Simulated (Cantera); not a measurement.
Input (Python, Cantera) and output of one run.

```python
import numpy as np
import cantera as ct

gas_names = """
    AL ALI ALI3 ALN ALO ALO2 AL2 AL2I6 AL2O AL2O2 I I2 N NO NO2 NO3 N2 N2O O O2 O3
""".split()
cond_names = """
    AL(cr) AL(L) ALI3(s) ALI3(L) ALN(s) AL2O3(a) AL2O3(L) I2(cr) I2(L)
""".split()


# ... load() reads the species with a 1 bar reference pressure and builds the phases ...
atoms = {
    'AlI3': {'AL': 1, 'I': 3},
    'O2': {'O': 2},
    'N2': {'N': 2},
}
top_T = {'ALN(s)': 2750}  # K; cautious upper limits of use, not melting points


# ... equilibrate(T, P, feed) seeds the gas with the atoms and calls Mixture.equilibrate('TP', solver="vcs", rtol=1e-11, max_steps=5000) ...
results = []
T = 1848.15  # K
P = 2900  # Pa
for m in [3, 5, 8.3, 14, 23, 38, 62]:
    feed = {'AlI3': 1, 'O2': 1.2, 'N2': m}  # mol
    mix = equilibrate(T, P, feed)
    results.append((T, P, feed, dict(zip(mix.species_names, mix.species_moles))))
    x = sorted(zip(gas.X, gas.species_names), reverse=True)
    print(f"T = {T:g} K  P = {P:g} Pa  n(N2) = {m:g} mol  gas = {mix.phase_moles(0):.4g} mol")
    print("   x: " + "  ".join(f"{s} {v:.3e}" for v, s in x if v > 1e-05))
    print("   condensed (mol): " + ("  ".join(f"{mix.phase(i).name} {mix.phase_moles(i):.4g}"
          for i in range(1, mix.n_phases) if mix.phase_moles(i) > 1e-12) or "none"))
```

Output:

```
T = 1848.15 K  P = 2900 Pa  n(N2) = 3 mol  gas = 6.448 mol
   x: I 4.644e-01  N2 4.642e-01  O2 6.857e-02  NO 2.137e-03  I2 3.928e-04  O 2.916e-04
   condensed (mol): AL2O3(a) 0.5
T = 1848.15 K  P = 2900 Pa  n(N2) = 5 mol  gas = 8.449 mol
   x: N2 5.907e-01  I 3.546e-01  O2 5.208e-02  NO 2.102e-03  O 2.542e-04  I2 2.290e-04
   condensed (mol): AL2O3(a) 0.5
T = 1848.15 K  P = 2900 Pa  n(N2) = 8.3 mol  gas = 11.75 mol
   x: N2 7.054e-01  I 2.551e-01  O2 3.722e-02  NO 1.941e-03  O 2.149e-04  I2 1.185e-04
   condensed (mol): AL2O3(a) 0.5
T = 1848.15 K  P = 2900 Pa  n(N2) = 14 mol  gas = 17.45 mol
   x: N2 8.014e-01  I 1.718e-01  O2 2.485e-02  NO 1.691e-03  O 1.756e-04  I2 5.375e-05
   condensed (mol): AL2O3(a) 0.5
T = 1848.15 K  P = 2900 Pa  n(N2) = 23 mol  gas = 26.45 mol
   x: N2 8.688e-01  I 1.134e-01  O2 1.623e-02  NO 1.423e-03  O 1.419e-04  I2 2.341e-05
   condensed (mol): AL2O3(a) 0.5
T = 1848.15 K  P = 2900 Pa  n(N2) = 38 mol  gas = 41.45 mol
   x: N2 9.161e-01  I 7.235e-02  O2 1.022e-02  NO 1.159e-03  O 1.126e-04
   condensed (mol): AL2O3(a) 0.5
T = 1848.15 K  P = 2900 Pa  n(N2) = 62 mol  gas = 65.45 mol
   x: N2 9.468e-01  I 4.583e-02  O2 6.366e-03  NO 9.301e-04  O 8.886e-05
   condensed (mol): AL2O3(a) 0.5
```

These are equilibrium values from Cantera (NASA tables, ideal gas, pure condensed phases), not measurements of a reactor.
